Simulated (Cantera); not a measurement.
An isothermal, constant-pressure homogeneous reactor starts with 80.6 % NH3, 19.4 % H2, at 2348 K and 20000 Pa.

Detailed kinetics in Cantera: the gas-phase N/H chemistry of the illustrative SiF4/NH3 mechanism in the Surface Chemkin manual (1991). Walls and surfaces, which speed up NH3 decomposition in real reactors, are not modelled.

x: mole fraction; the columns are a selection and need not sum to one.

```tsv
t (s)	x NH3	x H2	x NH	x N2H2	x N	x N2H4
2.00e-6	0.806	0.194	6.05e-8	4.86e-9	4.22e-11	1.89e-10
7.43e-6	0.806	0.194	1.56e-6	1.36e-7	7.64e-9	2.83e-9
2.76e-5	0.803	0.194	…	…	…	…
0.000102	0.793	0.200	0.000105	2.54e-5	4.77e-6	1.79e-7
0.000381	0.752	0.230	0.000115	2.61e-5	5.79e-6	1.78e-7
0.00141	…	…	0.000115	…	…	…
0.00525	0.340	0.528	0.000103	8.47e-6	8.65e-6	5.36e-8
0.0195	0.0556	0.733	6.08e-5	1.09e-6	1.01e-5	4.62e-9
0.0725	4.15e-5	0.757	2.33e-6	1.37e-10	2.81e-6	<1e-12
0.269	2.42e-6	0.755	1.64e-7	1.18e-12	2.17e-7	<1e-12
1.00	8.44e-7	0.755	5.72e-8	<1e-12	7.57e-8	<1e-12
```

### Question
What belongs in the gaps?

### Answer

- 2.76e-5, x NH: 2.45e-5
- 2.76e-5, x N2H2: 3.40e-6
- 2.76e-5, x N: 5.61e-7
- 2.76e-5, x N2H4: 3.67e-8
- 0.00141, x NH3: 0.624
- 0.00141, x H2: 0.323
- 0.00141, x N2H2: 1.94e-5
- 0.00141, x N: 6.95e-6
- 0.00141, x N2H4: 1.30e-7
